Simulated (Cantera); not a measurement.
A perfectly stirred reactor is fed with H2 : O2 : N2 = 1.4 : 1 : 0.68 (molar parts), equivalence ratio 0.70, at 0.133 bar; it is held at 1373 K, and followed from long to short residence time.

Computed with Cantera and the H2/O2 subset of GRI-Mech 3.0, which has no nitrogen chemistry. The temperature is held fixed by assumption; the heat of reaction is taken as removed at once.

Question: What does this change do: pressure from 0.133 bar to 1.00 bar?

Answer: 
```json
[
 {"quantity": "x(H2) at τ = 4.20 s", "before": "0.000200", "after": "4.47e-5"},
 {"quantity": "x(O2) at τ = 4.20 s", "before": "0.126", "after": "0.126"},
 {"quantity": "x(H) at τ = 4.20 s", "before": "1.25e-5", "after": "2.69e-7"},
 {"quantity": "x(H2O2) at τ = 4.20 s", "before": "2.97e-7", "after": "1.85e-7"},
 {"quantity": "x(OH) at τ = 4.20 s", "before": "0.000832", "after": "0.000169"},
 {"quantity": "x(H2) at τ = 22.0 ms", "before": "0.00642", "after": "0.00158"},
 {"quantity": "x(O2) at τ = 22.0 ms", "before": "0.127", "after": "0.126"},
 {"quantity": "x(H) at τ = 22.0 ms", "before": "0.00246", "after": "4.71e-5"},
 {"quantity": "x(H2O2) at τ = 22.0 ms", "before": "2.23e-6", "after": "2.52e-6"},
 {"quantity": "x(OH) at τ = 22.0 ms", "before": "0.00488", "after": "0.000868"}
]
```

Question: What does this change do: temperature 1373 to 1050 K?

Answer: 
| quantity | before | after |
|---|---|---|
| x(H2) at τ = 4.20 s | 0.000200 | 0.000720 |
| x(O2) at τ = 4.20 s | 0.126 | 0.126 |
| x(H) at τ = 4.20 s | 1.25e-5 | 6.70e-6 |
| x(H2O2) at τ = 4.20 s | 2.97e-7 | 1.83e-6 |
| x(OH) at τ = 4.20 s | 0.000832 | 0.000101 |
| x(H2) at τ = 22.0 ms | 0.00642 | 0.0149 |
| x(O2) at τ = 22.0 ms | 0.127 | 0.132 |
| x(H) at τ = 22.0 ms | 0.00246 | 0.00120 |
| x(H2O2) at τ = 22.0 ms | 2.23e-6 | 5.16e-6 |
| x(OH) at τ = 22.0 ms | 0.00488 | 0.000861 |
